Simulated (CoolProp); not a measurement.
Vapour-liquid equilibrium of n-butane (1) + cyclohexane (2) at 320.1 K; x and y are mole fractions of (1).

Computed with CoolProp (multi-fluid Helmholtz-energy mixture model, Bücker 2006 and Zhou 2014; pair parameters Bell 2016).

### Question
Give the bubble pressure and the first vapour's composition at x = 0.05, 0.15, 0.85. Is there an azeotrope?

### Answer
x = 0.05: 0.4762 bar, y = 0.351; x = 0.15: 0.8343 bar, y = 0.666; x = 0.85: 3.898 bar, y = 0.985. No azeotrope shows between x = 0.05 and 0.95.

The pair parameters rest on a limited set of measurements; away from them the model extrapolates.
